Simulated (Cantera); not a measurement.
Mixture: C2H4 : O2 : N2 : CO2 = 1 : 2.14 : 8.06 : 0.58 (molar parts), at 1.00 bar, adiabatic and at constant pressure. Ignition delay is the time to a rise of 400 K.

Detailed kinetics in Cantera: GRI-Mech 3.0 (53 species, 325 reactions). GRI-Mech 3.0 was tuned for natural gas; its chemistry of ethylene as a main component is partial and can be far from experiment.

Problem. Predict: delay at 1173 K; delay at 1373 K; delay at 1573 K; delay at 1773 K; delay at 1973 K; apparent activation energy between 1773 and 1973 K.

Solution. 
```json
{
  "delay at 1173 K": "1.06 ms",
  "delay at 1373 K": "59.3 µs",
  "delay at 1573 K": "22.9 µs",
  "delay at 1773 K": "12.4 µs",
  "delay at 1973 K": "7.77 µs",
  "apparent activation energy between 1773 and 1973 K": "68 kJ/mol"
}
```
